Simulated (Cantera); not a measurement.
An isothermal, constant-pressure homogeneous reactor starts with 70.4 % CH4, 29.6 % CO2, at 1375 K and 101000 Pa.

Computed with Cantera and GRI-Mech 3.0 (53 species, 325 reactions). GRI-Mech 3.0 stops at C3 and has no aromatics, soot or wall deposition, so with more carbon than oxygen in the feed, carbon stays in small species such as C2H2 where larger ones or solid carbon would form.

x: mole fraction; the columns are a selection and need not sum to one.

```json
[
 {"t (s)": "4.00e-5", "x CH4": "0.704", "x CO2": "0.296", "x HCO": "<1e-12", "x C2H2": "<1e-12", "x C2H6": "2.03e-9", "x CH2": "<1e-12", "x HO2": "<1e-12"},
 {"t (s)": "0.000132", "x CH4": "0.704", "x CO2": "0.296", "x HCO": "<1e-12", "x C2H2": "<1e-12", "x C2H6": "7.12e-8", "x CH2": "2.09e-12", "x HO2": "<1e-12"},
 {"t (s)": "0.000435", "x CH4": "0.704", "x CO2": "0.296", "x HCO": "<1e-12", "x C2H2": "3.58e-11", "x C2H6": "2.03e-6", "x CH2": "1.59e-11", "x HO2": "<1e-12"},
 {"t (s)": "0.00143", "x CH4": "0.704", "x CO2": "0.296", "x HCO": "<1e-12", "x C2H2": "___", "x C2H6": "___", "x CH2": "3.52e-11", "x HO2": "<1e-12"},
 {"t (s)": "0.00473", "x CH4": "0.704", "x CO2": "0.296", "x HCO": "1.15e-12", "x C2H2": "6.20e-8", "x C2H6": "0.000104", "x CH2": "4.48e-11", "x HO2": "<1e-12"},
 {"t (s)": "0.0156", "x CH4": "0.703", "x CO2": "0.296", "x HCO": "4.98e-12", "x C2H2": "1.50e-6", "x C2H6": "0.000350", "x CH2": "7.23e-11", "x HO2": "<1e-12"},
 {"t (s)": "0.0514", "x CH4": "0.701", "x CO2": "0.296", "x HCO": "1.41e-11", "x C2H2": "___", "x C2H6": "___", "x CH2": "1.32e-10", "x HO2": "<1e-12"},
 {"t (s)": "0.169", "x CH4": "0.689", "x CO2": "0.294", "x HCO": "1.85e-11", "x C2H2": "0.00117", "x C2H6": "0.00114", "x CH2": "1.63e-10", "x HO2": "<1e-12"},
 {"t (s)": "0.558", "x CH4": "0.650", "x CO2": "0.286", "x HCO": "1.64e-11", "x C2H2": "0.0105", "x C2H6": "0.000861", "x CH2": "1.37e-10", "x HO2": "<1e-12"},
 {"t (s)": "1.84", "x CH4": "0.551", "x CO2": "0.258", "x HCO": "2.79e-11", "x C2H2": "0.0376", "x C2H6": "0.000493", "x CH2": "1.13e-10", "x HO2": "<1e-12"},
 {"t (s)": "6.07", "x CH4": "0.369", "x CO2": "0.169", "x HCO": "1.89e-10", "x C2H2": "0.0809", "x C2H6": "0.000278", "x CH2": "1.76e-10", "x HO2": "<1e-12"},
 {"t (s)": "20.0", "x CH4": "0.203", "x CO2": "0.0529", "x HCO": "8.31e-10", "x C2H2": "0.111", "x C2H6": "0.000250", "x CH2": "3.32e-10", "x HO2": "<1e-12"}
]
```

Question: Complete the blanks.

Answer: 
- 0.00143, x C2H2: 2.47e-9
- 0.00143, x C2H6: 2.32e-5
- 0.0514, x C2H2: 4.86e-5
- 0.0514, x C2H6: 0.000881
